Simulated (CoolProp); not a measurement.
The fluid at 271.35 K and 0.224 MPa is throttled through a valve to 0.125 MPa with no heat exchange. The same conditions are run with several fluids, on thermodynamics alone (safety and materials aside).

The numbers come from the reference Helmholtz-energy equation of state of each fluid (propane: Lemmon 2009; carbon dioxide: Span 1996; R507A: Lemmon 2003; R125: Lemmon 2005; carbonyl sulfide: Lemmon 2006) in CoolProp. Blends and air are pseudo-pure fits.

```csv
fluid,temperature change (K),final density (kg/m³)
propane,-2.3,2.54
carbon dioxide,-1.4,2.47
R507A,-2.4,5.70
R125,-1.9,6.88
carbonyl sulfide,-2.6,3.43
```
